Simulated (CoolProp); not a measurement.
Vapour-liquid equilibrium of benzene (1) + ethylbenzene (2) at 831 kPa; x and y are mole fractions of (1).

Values from CoolProp's multi-fluid Helmholtz-energy mixture model, Thol 2012 and Zhou 2012; pair parameters Bell 2016.

| x | bubble temperature, mixture model (K) | bubble temperature, Raoult's law (K) | y, mixture model | y, Raoult's law |
|---|---|---|---|---|
| 0.05 | 505.7 | 504.2 | 0.102 | 0.138 |
| 0.2 | 493.2 | 488.9 | 0.366 | 0.443 |
| 0.35 | 481.4 | 476.6 | 0.572 | 0.639 |
| 0.5 | 470.5 | 466.3 | 0.728 | 0.773 |
| 0.65 | 460.6 | 457.5 | 0.843 | 0.867 |
| 0.8 | 451.7 | 450.0 | 0.926 | 0.935 |
| 0.95 | 443.8 | 443.4 | 0.985 | 0.986 |

The largest gap from Raoult's law is +4.8 K in bubble temperature, at x = 0.35. No azeotrope shows between x = 0.05 and 0.95.

Pair parameters are fitted to limited data, so mixtures are less certain than the pure fluids.
